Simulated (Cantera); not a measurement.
Feed: 1 mol SiCl4, 0.52 mol HCl, 460 mol H2, held at 777 °C and 21.0 mbar.

Method: chemical equilibrium by Gibbs-energy minimisation in Cantera with the NASA 1993 tables (ideal gas, pure condensed phases). Candidate condensed phases: Si; 19 gas species. The tables' values for SiCl3 are old estimates; treat these amounts as uncertain. Rates play no part.

**Question.** What is the equilibrium state?

**Answer.** 
```json
{
 "x(H2)": "0.991",
 "x(HCl)": "0.00856",
 "x(SiCl2)": "0.000138",
 "x(SiHCl3)": "0.000129",
 "x(SiCl4)": "0.000107",
 "x(SiCl3)": "2.86e-5",
 "x(SiH2Cl2)": "1.76e-5",
 "n(Si(s))": "0.806 mol",
 "gas_amount": "462.4 mol"
}
```
